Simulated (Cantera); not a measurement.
# Premixed flame

A freely propagating, adiabatic, planar premixed flame of H2 : O2 : N2 = 1 : 0.568 : 2.14 (molar parts), equivalence ratio 0.88, unburnt at 575 K and 1.28 atm; mixture-averaged transport, grid criteria slope 0.08 and curve 0.16, no radiation.

Model: the H2/O2 subset of GRI-Mech 3.0, which has no nitrogen chemistry, integrated in Cantera. Burning velocities carry a grid error of a few per cent, more on coarse grids.

```csv
z (mm),T (K),u (m/s),x H2,x O2,x H2O,x H,x HO2,x O
-0.971,575,6.22,0.270,0.153,<1e-8,<1e-8,<1e-8,<1e-8
-0.647,575,6.22,0.270,0.153,<1e-8,<1e-8,<1e-8,<1e-8
-0.485,575,6.22,0.270,0.153,<1e-8,<1e-8,<1e-8,<1e-8
-0.324,575,6.22,0.270,0.153,3.02e-7,<1e-8,4.09e-7,<1e-8
-0.162,588,6.32,0.265,0.154,0.000504,6.20e-5,0.000215,4.91e-6
-0.0809,794,8.31,0.230,0.150,0.0186,0.00402,0.000280,0.000289
0,1240,12.5,0.135,0.113,0.102,0.0274,0.000122,0.00509
0.0809,1564,15.6,0.0564,0.0596,0.194,0.0436,5.55e-5,0.0121
0.162,1725,17.1,0.0379,0.0427,0.222,0.0401,3.43e-5,0.0134
0.324,1891,18.6,0.0333,0.0367,0.236,0.0295,2.32e-5,0.0116
0.647,2052,19.9,0.0290,0.0327,0.250,0.0191,1.53e-5,0.00871
1.29,2198,21.1,0.0230,0.0290,0.264,0.0110,9.61e-6,0.00588
2.59,2317,22.0,0.0163,0.0260,0.277,0.00554,6.19e-6,0.00360
```
x: mole fraction of selected species; z is measured from the peak of heat release.

```
Item                         Value
------------------------  --------
laminar burning velocity  622 cm/s
thermal thickness         0.324 mm
peak x(H)                   0.0437
peak x(HO2)               0.000388
peak x(O)                   0.0134
grid points                    127
```
